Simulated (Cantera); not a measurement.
A closed system holds: 1 mol HI, 1.7 mol H₂, 0.31 mol O₂, equilibrated at 752 °C and 1600 Pa.

These are equilibrium values from Cantera (NASA tables, ideal gas, pure condensed phases), not measurements of a reactor. Candidate condensed phases: H₂O, I₂; 12 gas species. The numbers say what is thermodynamically allowed, not how fast it happens.

Base state: H₂ 0.422, HI 0.298, H₂O 0.224, I 0.0479, I₂ 0.00758 (mole fractions); condensed: gas only.

Problem. What changes in the equilibrium state with this change: HI replaced by S?

Solution. 
| species | before | after |
|---|---|---|
| H₂S | 0 | 0.452 |
| H₂O | 0.224 | 0.345 |
| H₂ | 0.422 | 0.150 |
| HI | 0.298 | 0 |
| S₂ | 0 | 0.0524 |
| I | 0.0479 | 0 |
| I₂ | 0.00758 | 0 |
| SO₂ | 0 | 0.000129 |
| SH | 0 | 9.03e-5 |
| S₂O | 0 | 2.54e-5 |
Gases not in the tables: S₃ to S₇. Further candidate phases: H₂SO₄, S.

Problem. What changes in the equilibrium state with this change: HI replaced by H₂S?

Solution. 
| species | before | after |
|---|---|---|
| H₂ | 0.422 | 0.407 |
| H₂S | 0 | 0.360 |
| H₂O | 0.224 | 0.229 |
| HI | 0.298 | 0 |
| I | 0.0479 | 0 |
| I₂ | 0.00758 | 0 |
| S₂ | 0 | 0.00448 |
Gases not in the tables: S₃ to S₇. Further candidate phases: H₂SO₄, S.
